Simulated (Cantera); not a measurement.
# CH3F + H2 (fluorocarbon and chlorocarbon gases)

A closed system holds: 1 mol CH3F, 9.4 mol H2, at 2550 K and 13.3 mbar.

Equilibrium computed with Cantera from the NASA thermochemical tables; the gas is ideal and each condensed phase is pure. Candidate condensed phases: C, C6H6, C7H8, C8H18; 95 gas species. Equilibrium is a limit: real reactors are often held back by kinetics, nucleation or transport.

The x(H2) is 0.688 and the x(H) is 0.224. The x(HF) is 0.0778. The x(C2H2 (acetylene)) is 0.00916 and the x(C2H) comes out as 0.000237. The x(C3) is 7.99e-5 and the x(F) is 6.01e-5. The x(C4H2) comes out as 5.04e-5, the x(C) is 2.45e-5 and the n(C(graphite)) is 0.752 mol. The gas amount is 12.84 mol.
